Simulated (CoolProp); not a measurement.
Vapour pressure (MPa) of isohexane: the reference equation beside estimates from Tc = 224.6 °C, pc = 3.043 MPa, ω = 0.280. Clausius-Clapeyron is anchored at 132.55 °C with a constant enthalpy of vaporisation of 22.33 kJ/mol.

Values from CoolProp's reference Helmholtz-energy equation of state, Lemmon 2006. It is a short technical equation, of lower accuracy than the large ones.

| T (°C) | reference | Clausius-Clapeyron | van der Waals | Redlich-Kwong | Peng-Robinson |
|---|---|---|---|---|---|
| 122.85 | 0.5226 | 0.5451 | 1.137 | 0.7198 | 0.5222 |
| 127.75 | 0.5801 | 0.5922 | 1.204 | 0.7855 | 0.5801 |
| 132.55 | 0.6410 | 0.6410 | 1.271 | 0.8538 | 0.6414 |
| 137.35 | 0.7065 | 0.6926 | 1.341 | 0.9260 | 0.7075 |
| 142.25 | 0.7785 | 0.7482 | 1.415 | 1.004 | 0.7801 |
| 147.05 | 0.8541 | 0.8055 | 1.490 | 1.085 | 0.8565 |
| 151.85 | 0.9350 | 0.8658 | 1.567 | 1.169 | 0.9384 |
| 156.75 | 1.023 | 0.9305 | 1.648 | 1.260 | 1.028 |
| 161.55 | 1.116 | 0.9969 | 1.730 | 1.354 | 1.122 |
| 166.35 | 1.215 | 1.067 | 1.814 | 1.453 | 1.222 |
| 171.15 | 1.320 | 1.139 | 1.901 | 1.556 | 1.328 |
| 176.05 | 1.434 | 1.217 | 1.993 | 1.666 | 1.444 |
| 180.85 | 1.553 | 1.296 | 2.085 | 1.778 | 1.565 |
| 185.65 | 1.680 | 1.379 | 2.179 | 1.896 | 1.693 |

Absolute difference from the reference over all 14 rows, mean and median: Clausius-Clapeyron 8.6 and 8.2 %, van der Waals 67.8 and 64.3 %, Redlich-Kwong 24.6 and 24.1 %, Peng-Robinson 0.4 and 0.4 %.
